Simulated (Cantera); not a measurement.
Input (Python, Cantera) and output of one run.

```python
import numpy as np
import cantera as ct

gas_names = """
    CL CLO CL2 H HCL HOCL HO2 H2 H2O H2O2 O OH O2 O3 Ti TiCL TiCL2 TiCL3 TiCL4 TiO TiOCL TiOCL2 TiO2
""".split()
cond_names = """
    H2O(s) H2O(L) Ti(a) Ti(b) Ti(L) TiCL2(s) TiCL3(s) TiCL4(L) TiO(a) TiO(b) TiO(L) TiO2(ru) TiO2(L)
    Ti2O3(a) Ti2O3(b) Ti2O3(L) Ti3O5(a) Ti3O5(b) Ti3O5(L) Ti4O7(s) Ti4O7(L)
""".split()


def load(file, names, dense=False):
    # The tables refer to 1 bar. Condensed volumes are neglected.
    table = {s.name: s for s in ct.Species.list_from_file(file)}
    out = []
    for n in names:
        d = dict(table[n].input_data)
        d["thermo"] = dict(d["thermo"], **{"reference-pressure": 1e5})
        if dense:
            d["equation-of-state"] = {"model": "constant-volume", "density": "1e6 g/cm^3"}
        out.append(ct.Species.from_dict(d))
    return out


gas = ct.Solution(thermo="ideal-gas", species=load("nasa_gas.yaml", gas_names))
cond = {s.name: ct.Solution(thermo="fixed-stoichiometry", species=[s], name=s.name)
        for s in load("nasa_condensed.yaml", cond_names, dense=True)}
atoms = {
    'TiO2': {'Ti': 1, 'O': 2},
    'HCl': {'H': 1, 'CL': 1},
}
top_T = {'TiCL2(s)': 1300, 'TiCL3(s)': 1000}  # K; cautious upper limits of use, not melting points


def equilibrate(T, P, feed):
    n = {}
    for name, mol in feed.items():
        for a, k in atoms[name].items():
            n[a] = n.get(a, 0.0) + k * mol
    gas.TPX = T, P, n
    mass = sum(n.values()) * gas.mean_molecular_weight
    gas.equilibrate("TP")
    valid = [c for c in cond.values() if c.min_temp <= T <= top_T.get(c.name, c.max_temp)]
    mix = ct.Mixture([(gas, mass / gas.mean_molecular_weight)] + [(c, 0.0) for c in valid])
    mix.T, mix.P = T, P
    mix.equilibrate("TP", solver="vcs", rtol=1e-11, max_steps=5000)
    return mix


results = []
feed = {'TiO2': 1, 'HCl': 0.06}  # mol
P = 18000  # Pa
for T in [1373, 1398, 1423, 1448, 1473, 1498, 1523, 1548, 1573, 1598, 1623]:
    mix = equilibrate(T, P, feed)
    results.append((T, P, feed, dict(zip(mix.species_names, mix.species_moles))))

top = {s: max(r[3][s] / sum(r[3][g] for g in gas_names) for r in results) for s in gas_names}
cols = sorted((s for s in top if top[s] > 0.001), key=lambda s: -top[s])[:8]
seen = [c for c in cond_names if any(r[3].get(c, 0) > 1e-12 for r in results)]
print("log10 of partial pressures in bar; condensed amounts in mol")
print(f"{'T/K':>10s}" + "".join(f"{s[:9]:>10s}" for s in cols + seen))
for T, P, feed, n in results:
    ng = sum(n[g] for g in gas_names)
    print(f"{T:10.4g}" + "".join(f"{np.log10(max(n[s] / ng * P / 1e5, 1e-99)):10.3f}" for s in cols)
          + "".join(f"{n.get(c, 0):10.4g}" for c in seen))
```

Result:

```
log10 of partial pressures in bar; condensed amounts in mol
       T/K       HCL       H2O        CL     TiCL4        H2  TiO2(ru)
      1373    -0.748    -3.027    -4.137    -3.330    -4.342    0.9998
      1398    -0.749    -3.014    -4.032    -3.318    -4.252    0.9998
      1423    -0.749    -3.002    -3.931    -3.307    -4.164    0.9998
      1448    -0.749    -2.991    -3.834    -3.297    -4.079    0.9998
      1473    -0.749    -2.980    -3.740    -3.287    -3.996    0.9998
      1498    -0.750    -2.969    -3.650    -3.278    -3.915    0.9998
      1523    -0.750    -2.958    -3.563    -3.270    -3.836    0.9998
      1548    -0.750    -2.948    -3.480    -3.263    -3.760    0.9998
      1573    -0.750    -2.938    -3.398    -3.256    -3.685    0.9998
      1598    -0.751    -2.927    -3.320    -3.251    -3.613    0.9998
      1623    -0.751    -2.917    -3.244    -3.247    -3.543    0.9998
```

Cantera equilibrium calculation (NASA polynomials, part measured and part estimated; ideal gas, pure solids and liquids).
